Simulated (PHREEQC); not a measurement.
1 kg of water holding 0.22 mol/kgw NaCl meets 20 L of dry gas (CO2 0.22, CH4 0.13, H2S 0.65 by moles) at fixed total pressure, at 1 atm; fugacities by Peng-Robinson. The gases take part in no redox reaction, some water evaporates into the gas, and hydrates or a liquid gas phase aren't modelled. No solid was allowed to form.

Equilibrium calculation in PHREEQC: ion-association model, phreeqc.dat.

| T (°C) | dissolved CO2 (all carbonate carbon) (mol/kgw) | φ of CO2 | p of CO2 (atm) | dissolved CH4 (mol/kgw) | φ of CH4 | p of CH4 (atm) | dissolved H2S (mol/kgw) |
|---|---|---|---|---|---|---|---|
| 10 | 0.0116 | 0.994 | 0.228 | 0.000317 | 0.998 | 0.143 | 0.0790 |
| 20 | 0.00831 | 0.994 | 0.223 | 0.000231 | 0.999 | 0.138 | 0.0588 |
| 30 | 0.00619 | 0.995 | 0.217 | 0.000180 | 0.999 | 0.133 | 0.0455 |
| 40 | 0.00473 | 0.995 | 0.209 | 0.000148 | 0.999 | 0.127 | 0.0362 |
| 50 | 0.00367 | 0.996 | 0.198 | 0.000124 | 1.000 | 0.119 | 0.0293 |
| 60 | 0.00283 | 0.996 | 0.180 | 0.000105 | 1.000 | 0.108 | 0.0236 |
| 70 | 0.00211 | 0.997 | 0.155 | 8.66e-5 | 1.001 | 0.0929 | 0.0186 |
| 80 | 0.00144 | 0.998 | 0.119 | 6.53e-5 | 1.002 | 0.0711 | 0.0134 |

Complexes and solids missing from the database can't appear. Away from 25 °C the constants follow the database's enthalpies or fits; those with neither stay at their 25 °C values.
